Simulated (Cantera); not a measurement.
Cantera with NASA thermochemical tables; ideal gases at 1 bar, condensed phases pure. Values are per mole of reaction as written; species without (g) are pure solids or liquids, kept so even where they would boil at 1 bar.

2 HCl(g) + 2 Li → H₂(g) + 2 LiCl

```
T (K)  ΔH° (kJ)  ΔS° (J/K)  ΔG° (kJ)  log10 K  condensed phases
-----  --------  ---------  --------  -------  ----------------
700      -630.0     -179.7    -504.2    37.62    Li(l), LiCl(s)
800      -627.2     -175.9    -486.4    31.76    Li(l), LiCl(s)
900      -584.2     -127.1    -469.8    27.27    Li(l), LiCl(l)
1000     -580.3     -123.0    -457.3    23.89    Li(l), LiCl(l)
1100          ?          ?         ?        ?    Li(l), LiCl(l)
1200     -573.4     -116.7    -433.4    18.86    Li(l), LiCl(l)
1300     -570.3     -114.2    -421.8    16.95    Li(l), LiCl(l)
1400     -567.5     -112.1    -410.5    15.32    Li(l), LiCl(l)
1500          ?          ?         ?        ?    Li(l), LiCl(l)
1600     -562.7     -108.9    -388.4    12.68    Li(l), LiCl(l)
1700     -560.7     -107.7    -377.6    11.60    Li(l), LiCl(l)
```

Complete the blanks.


- 1100, ΔH° (kJ): -576.7
- 1100, ΔS° (J/K): -119.6
- 1100, ΔG° (kJ): -445.2
- 1100, log10 K: 21.14
- 1500, ΔH° (kJ): -565.0
- 1500, ΔS° (J/K): -110.4
- 1500, ΔG° (kJ): -399.4
- 1500, log10 K: 13.91
